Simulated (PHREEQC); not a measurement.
Consider water at 25 °C with 15 mmol/kgw Na2SeO3 and 13 mmol/kgw H2SO4. Closed to the air; pH follows from the charge balance.

Model: ion-association model, wateq4f.dat, run in PHREEQC.

This is a speciation only: nothing precipitates in the calculation.

Problem. Order these S species by the share of S that they hold, largest first: SO4-2, NaSO4-, HSO4-.

Solution. SO4-2 (84 %), HSO4- (9.8 %), NaSO4- (5.9 %)

The pH is 2.69 and the ionic strength 0.0426 mol/kgw.
